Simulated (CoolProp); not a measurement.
A simple Rankine cycle with R1336mzz(E): condensing at 317.15 K, boiler at 1.43 MPa, turbine inlet 409 K, turbine efficiency 0.6, pump efficiency 0.6, no recuperator. Each further row changes one setting.

Computed with CoolProp (reference Helmholtz-energy equation of state, Akasaka 2023).

```tsv
case	thermal efficiency (%)	net work (kJ/kg)	heat in (kJ/kg)	turbine exit temperature (K)	volume ratio over the turbine
as stated	6.3	12.9	203	380.1	4.34
condensing temperature 309.15 K	7.2	15.4	213	376.2	5.58
boiler pressure 1 MPa	4.9	(withheld)	209	389.5	(withheld)
turbine efficiency 0.5	(withheld)	(withheld)	203	382.7	4.37
```

Question: Some entries are withheld; supply them.

Answer: 
- boiler pressure 1 MPa, net work (kJ/kg): 10.3
- boiler pressure 1 MPa, volume ratio over the turbine: 2.89
- turbine efficiency 0.5, thermal efficiency (%): 5.2
- turbine efficiency 0.5, net work (kJ/kg): 10.5
